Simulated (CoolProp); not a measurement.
Vapour-liquid equilibrium of octamethyltrisiloxane (MDM) (1) + octamethylcyclotetrasiloxane (D4) (2) at 0.0272 MPa; x and y are mole fractions of (1).

The numbers come from the multi-fluid Helmholtz-energy mixture model, Thol 2017 and Thol 2015; pair parameters Bell 2016 in CoolProp.

```tsv
x	bubble temperature, mixture model (K)	bubble temperature, Raoult's law (K)	y, mixture model	y, Raoult's law
0.05	402.1	402.2	0.100	0.097
0.125	399.8	400.1	0.230	0.226
0.2	397.7	398.1	0.341	0.340
0.275	395.8	396.2	0.438	0.440
0.35	394.1	394.4	0.523	0.529
0.425	392.4	392.6	0.600	0.609
0.5	390.9	391.0	0.670	0.679
0.575	389.4	389.5	0.733	0.742
0.65	387.9	388.0	0.791	0.799
0.725	386.6	386.6	0.844	0.850
0.8	385.2	385.2	0.892	0.897
0.875	383.9	383.9	0.936	0.938
0.95	382.7	382.7	0.976	0.977
```

The largest gap from Raoult's law is -0.4 K in bubble temperature, at x = 0.2. No azeotrope shows between x = 0.05 and 0.95.

Pair parameters are fitted to limited data, so mixtures are less certain than the pure fluids.
